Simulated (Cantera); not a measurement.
A perfectly stirred reactor is fed with H2 : O2 : N2 = 1 : 0.357 : 1.86 (molar parts), equivalence ratio 1.4, at 2.27 atm; it is adiabatic with a 425 K inlet, and is followed from long to short residence time, starting on the burning branch (τ in s: 0.19, 0.051, 0.014, 0.0039, 0.0011, 0.00029, 7.9e-05, 2.2e-05, 6e-06).

Model: GRI-Mech 3.0 (53 species, 325 reactions), integrated in Cantera. The hydrogen kinetics of GRI-Mech 3.0 are dated; newer H2 mechanisms differ, most at raised pressure.

| quantity | before | after |
|---|---|---|
| blow-out, bracketed by the residence times tried | burning at 22.0 µs, out at 6.00 µs | burning at 22.0 µs, out at 6.00 µs |
| x(H2) at τ = 0.190 s | 0.0996 | 0.0991 |
| x(O2) at τ = 0.190 s | 1.85e-5 | 3.08e-5 |
| x(NO) at τ = 0.190 s | 1.90e-5 | 3.05e-5 |
| x(NO2) at τ = 0.190 s | 1.12e-10 | 1.75e-10 |
| x(O) at τ = 0.190 s | 3.02e-6 | 1.20e-5 |
| x(H2) at τ = 1.10 ms | 0.0965 | 0.0932 |
| x(O2) at τ = 1.10 ms | 0.000583 | 0.00143 |
| x(NO) at τ = 1.10 ms | 2.69e-5 | 3.36e-5 |
| x(NO2) at τ = 1.10 ms | 4.90e-10 | 4.97e-10 |
| x(O) at τ = 1.10 ms | 0.000254 | 0.000939 |

### Question
What was changed between the two runs?
(A) pressure from 2.27 atm to 7.30 atm
(B) pressure from 2.27 atm to 1.00 atm
(C) O2 0.357 to 0.48 parts
(D) inlet temperature 425 to 600 K

### Answer
B, pressure from 2.27 atm to 1.00 atm
